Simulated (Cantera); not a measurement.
Feed: 1 mol CuO, 7.7 mol CO, 4.4 mol H2, at 218 Torr.

Equilibrium computed with Cantera from the NASA thermochemical tables; the gas is ideal and each condensed phase is pure. Candidate condensed phases: C, C6H6, C7H8, C8H18, Cu, CuO, Cu(OH)2, Cu2O, H2O; 113 gas species. The numbers say what is thermodynamically allowed, not how fast it happens.

Q: What share of the Cu ends up in condensed phases as a function of T (K), at 1550, 1650, 1750, 1850, 1950, 2050, 2150, 2250, 2350, 2450, 2550?

A: 
```csv
T (K),Cu condensed (%),as
1550,99.9,Cu(l)
1650,99.7,Cu(l)
1750,98.7,Cu(l)
1850,96.0,Cu(l)
1950,88.7,Cu(l)
2050,70.7,Cu(l)
2150,29.7,Cu(l)
2250,0.0,-
2350,0.0,-
2450,0.0,-
2550,0.0,-
```
